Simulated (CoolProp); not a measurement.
Values from CoolProp's reference Helmholtz-energy equation of state, Thol 2014.

For diethyl ether, give the phase and the Z, speed of sound (m/s), isothermal compressibility (1/MPa), fugacity coefficient at 226.75 °C and 8.52 MPa.


- 226.75 °C and 8.52 MPa: supercritical; Z 0.375, speed of sound 269, isothermal compressibility 0.0511, fugacity coefficient 0.463
